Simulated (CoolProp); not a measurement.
Properties of CH2F2 (R32) along the isobar 7.71 MPa.

Values from CoolProp's reference Helmholtz-energy equation of state, Tillner-Roth 1997.

| T (K) | phase | Z | cp (kJ/(kg K)) | cv (kJ/(kg K)) | isothermal compressibility (1/MPa) | conductivity (mW/(m K)) | Prandtl number |
|---|---|---|---|---|---|---|---|
| 239.6 | liquid | 0.1710 | 1.590 | 0.9361 | 0.001702 | 184 | 2.17 |
| 259.2 | liquid | 0.1660 | 1.633 | 0.9351 | 0.002293 | 170 | 1.89 |
| 278.7 | liquid | 0.1631 | 1.697 | 0.9403 | 0.003221 | 155 | 1.71 |
| 298.2 | liquid | 0.1627 | 1.796 | 0.9516 | 0.004839 | 140 | 1.59 |
| 317.8 | liquid | 0.1658 | 1.963 | 0.9705 | 0.008200 | 124 | 1.55 |
| 337.3 | liquid | 0.1754 | 2.327 | 1.003 | 0.01779 | 107 | 1.65 |
| 356.8 | supercritical | 0.2098 | 3.974 | 1.091 | 0.08968 | 86.8 | 2.47 |
| 376.4 | supercritical | 0.4609 | 3.944 | 1.123 | 0.3480 | 50.8 | 1.90 |
| 395.9 | supercritical | 0.6090 | 2.181 | 1.038 | 0.2258 | 40.0 | 1.17 |
| 415.5 | supercritical | 0.6945 | 1.749 | 1.010 | 0.1897 | 37.8 | 0.976 |
| 435 | supercritical | 0.7534 | 1.566 | 1.004 | 0.1722 | 37.9 | 0.877 |

The peak of cp marks the crossing from liquid-like to gas-like fluid above the critical point.

Viscosity comes from a separate model (Bell 2016), an estimate that may be off by 10 % or more. Thermal conductivity comes from a separate model (Huber 2003), an estimate that may be off by 10 % or more.
